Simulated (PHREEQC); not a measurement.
PHREEQC input (ion-association model, wateq4f.dat):

```
SOLUTION_MASTER_SPECIES
  An  An-  0  An  62.0  # stands for a non-complexing anion
SOLUTION_SPECIES
  An- = An-
    -log_k 0
    -gamma 3.0 0
PHASES
  Fix_H+
    H+ = H+
    -log_k 0
SOLUTION 1
  temp 25
  units mmol/kgw
  pH 7 charge
  F 0.024
  Na 5.024
  S(6) 3.3
  Ag 6.6
  An 5
END
SELECTED_OUTPUT 1
  -reset false
  -pH true
  -pe true
  -ionic_strength true
  -water true
  -totals Ag F Na S S(-2) S(6)
  -molalities Hfo_wOH Hfo_wOH2+ Hfo_wO- Hfo_sOH Hfo_sOH2+ Hfo_sO- Hfo_sOAg Hfo_wOAg Hfo_wF Hfo_wOHF-
    Hfo_wSO4- Hfo_wOHSO4-2
  -saturation_indices Ag2O Ag2SO4 Mirabilite
USER_PUNCH 1
  -headings sigma psi
  10 PUNCH EDL("sigma", "Hfo"), EDL("psi", "Hfo")
PRINT
  -reset false
USE solution 1
SURFACE 1
  Hfo_wOH 0.00449438 600 2
  Hfo_sOH 0.00011236
EQUILIBRIUM_PHASES 1
  Fix_H+ -3 HAn 10
    -force_equality true
  O2(g) -0.68 10
END
# ... the last block is repeated for the other 16 points of pH, with NaOH or the acid as the point needs
```

Selected output (columns that matter, 17 of 17 rows; pH added in front):

```
pH	mu	Ag	F	Na	S	m_Hfo_wOH	m_Hfo_wOH2+	m_Hfo_wO-	m_Hfo_sOH	m_Hfo_sOH2+	si_Ag2O	si_Mirabilite	sigma	psi
3	0.013845	0.0065997	1.6118e-05	0.0050238	0.0011919	2.5707e-06	0.0023758	6.3721e-11	1.2142e-07	0.00011222	-11.055	-6.782	0.030201	0.078336
3.38	0.013223	0.0065997	1.399e-05	0.0050238	0.0011915	6.0208e-06	0.0023698	3.5042e-10	2.8454e-07	0.000112	-10.294	-6.7615	0.029168	0.077787
3.75	0.012975	0.0065993	1.2723e-05	0.0050238	0.0011998	1.3863e-05	0.002369	1.8585e-09	6.5132e-07	0.0001113	-9.5531	-6.7499	0.028615	0.077335
4.12	0.012881	0.0065976	1.2114e-05	0.0050238	0.001222	3.17e-05	0.0023727	9.702e-09	1.4534e-06	0.00010878	-8.8133	-6.7383	0.028098	0.076655
4.5	0.012864	0.0065892	1.1929e-05	0.0050238	0.0012734	7.2421e-05	0.0023831	5.0419e-08	3.0046e-06	9.8868e-05	-8.0549	-6.7191	0.027263	0.075289
4.88	0.012894	0.0065613	1.2046e-05	0.0050238	0.0013761	0.00015811	0.0023998	2.3864e-07	4.5857e-06	6.9601e-05	-7.2997	-6.6853	0.025792	0.07269
5.25	0.012966	0.0065203	1.2379e-05	0.0050239	0.0015365	0.00031764	0.002399	9.6347e-07	4.0268e-06	3.0413e-05	-6.5669	-6.6379	0.023697	0.068734
5.62	0.013097	0.0064916	1.2871e-05	0.0050239	0.00175	0.00059119	0.0023316	3.4341e-06	2.2483e-06	8.8667e-06	-5.8332	-6.5828	0.021169	0.063538
6	0.013272	0.0064621	1.355e-05	0.0050239	0.0020174	0.0010155	0.0021462	1.1007e-05	1.0191e-06	2.1538e-06	-5.0803	-6.523	0.018301	0.057086
6.38	0.013433	0.0063853	1.4478e-05	0.005024	0.002321	0.0015515	0.0018208	3.0286e-05	4.4038e-07	5.1683e-07	-4.3341	-6.4638	0.015309	0.049719
6.75	0.013479	0.0061802	1.5765e-05	0.005024	0.0026315	0.0020464	0.0013947	6.8787e-05	1.9591e-07	1.3351e-07	-3.6256	-6.4093	0.012342	0.041795
7.12	0.013288	0.0057391	1.7584e-05	0.005024	0.0029218	0.0022926	0.00094043	0.00012804	9.04e-08	3.7082e-08	-2.9523	-6.3606	0.0092792	0.03295
7.5	0.013964	0.0050291	1.9905e-05	0.0062088	0.0031471	0.0021351	0.00055593	0.00018786	4.3242e-08	1.1259e-08	-2.3112	-6.149	0.0061627	0.022148
7.88	0.01435	0.0042122	2.2033e-05	0.007302	0.0032596	0.0016623	0.00031061	0.00020381	2.1586e-08	4.0333e-09	-1.7075	-5.994	0.0022505	0.0081933
8.25	0.014506	0.0034808	2.3249e-05	0.0081542	0.0032918	0.0011351	0.00016701	0.00017675	1.1156e-08	1.6414e-09	-1.1341	-5.8929	-0.0020848	-0.0075539
8.62	0.014581	0.0029072	2.3733e-05	0.008794	0.0032981	0.00069085	7.4491e-05	0.00014678	5.7023e-09	6.1485e-10	-0.5511	-5.8252	-0.0060893	-0.021457
9	0.014627	0.0025187	2.39e-05	0.0092273	0.0032993	0.00036875	2.3437e-05	0.00013291	2.7458e-09	1.7452e-10	0.0836	-5.7824	-0.0088792	-0.030357
```

Along this series the solution becomes supersaturated in solids that the run did not let form, among them Ag2O. The oxide is taken as insoluble; below pH 4 it would dissolve.
